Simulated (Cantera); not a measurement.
An isothermal, constant-pressure homogeneous reactor starts with CH4 : CO2 = 1 : 4.4 (molar parts), at 1825 K and 2.40 bar.

Computed with Cantera and GRI-Mech 3.0 (53 species, 325 reactions).

x: mole fraction; the columns are a selection and need not sum to one.

| t (s) | x CH4 | x CO2 | x O2 | x C2H4 | x OH |
|---|---|---|---|---|---|
| 2.00e-5 | 0.183 | 0.814 | 3.07e-12 | 0.000146 | (withheld) |
| 7.43e-5 | 0.174 | 0.810 | 2.04e-11 | 0.00252 | (withheld) |
| 0.000276 | 0.135 | 0.776 | 2.30e-10 | 0.00887 | (withheld) |
| 0.00102 | 0.0757 | 0.674 | 1.36e-9 | 0.00283 | (withheld) |
| 0.00381 | 0.0194 | 0.497 | 5.92e-9 | 0.000544 | (withheld) |
| 0.0141 | 0.00547 | 0.376 | 8.74e-9 | 0.000124 | (withheld) |
| 0.0525 | 0.00266 | 0.294 | 8.13e-9 | 2.85e-5 | (withheld) |
| 0.195 | 3.55e-5 | 0.271 | 9.69e-9 | 6.80e-8 | 1.27e-5 |
| 0.725 | 1.26e-9 | 0.271 | 1.04e-8 | <1e-12 | 1.32e-5 |
| 2.69 | 1.26e-9 | 0.271 | 1.04e-8 | <1e-12 | 1.32e-5 |
| 10.0 | 1.26e-9 | 0.271 | 1.04e-8 | <1e-12 | 1.32e-5 |

Fill in the missing entries.


- 2.00e-5, x OH: 3.29e-7
- 7.43e-5, x OH: 1.07e-6
- 0.000276, x OH: 3.19e-6
- 0.00102, x OH: 6.73e-6
- 0.00381, x OH: 1.63e-5
- 0.0141, x OH: 1.94e-5
- 0.0525, x OH: 1.39e-5
